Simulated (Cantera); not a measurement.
## Adiabatic ignition

An adiabatic, constant-pressure homogeneous reactor starts with CH₄ : O₂ : N₂ = 1 : 1.18 : 4.42 (molar parts), at 1750 K and 3150 Torr.

Cantera simulation using GRI-Mech 3.0 (53 species, 325 reactions); the numbers are that mechanism's predictions, not measurements.

```
t (s)     T (K)     x CH₄      x O₂     x OH     x NO₂     x CO₂    x C₂H     x CO
--------  -----  --------  --------  -------  --------  --------  -------  -------
5.00e-6    1749     0.151     0.179  1.27e-6    <1e-12   1.06e-7   <1e-12  1.12e-6
1.37e-5    1750     0.150     0.178  4.16e-6    <1e-12   2.96e-6   <1e-12  5.06e-5
3.78e-5    1796     0.134     0.168  3.84e-5  1.50e-11  0.000138  1.62e-9  0.00378
0.000104   2859  1.27e-11  0.000378  0.00685   2.64e-8    0.0223   <1e-12    0.111
0.000285   2858  1.34e-11  0.000360  0.00670   4.93e-8    0.0223   <1e-12    0.111
0.000783   2856  1.37e-11  0.000351  0.00662   7.19e-8    0.0222   <1e-12    0.111
0.00215    2855  1.38e-11  0.000350  0.00660   7.55e-8    0.0222   <1e-12    0.111
0.00592    2855  1.38e-11  0.000350  0.00660   7.55e-8    0.0222   <1e-12    0.111
0.0163     2855  1.38e-11  0.000350  0.00660   7.55e-8    0.0222   <1e-12    0.111
0.0447     2855  1.38e-11  0.000350  0.00660   7.55e-8    0.0222   <1e-12    0.111
0.123      2855  1.38e-11  0.000350  0.00660   7.55e-8    0.0222   <1e-12    0.111
0.337      2855  1.38e-11  0.000350  0.00660   7.55e-8    0.0222   <1e-12    0.111
0.927      2855  1.38e-11  0.000350  0.00660   7.55e-8    0.0222   <1e-12    0.111
2.55       2855  1.38e-11  0.000350  0.00660   7.55e-8    0.0222   <1e-12    0.111
7.00       2855  1.38e-11  0.000350  0.00660   7.55e-8    0.0222   <1e-12    0.111
```
x: mole fraction; the columns are a selection and need not sum to one.

```json
{
 "time_of_steepest_temperature_rise": "53.5 µs",
 "temperature at 7.00 s": "2855 K",
 "equilibrium_temperature": "2855 K",
 "x(CH₄) at 7.00 s": "1.38e-11 (gas-phase equilibrium 1.57e-11)",
 "x(O₂) at 7.00 s": "0.000350 (gas-phase equilibrium 0.000350)",
 "x(OH) at 7.00 s": "0.00660 (gas-phase equilibrium 0.00660)"
}
```
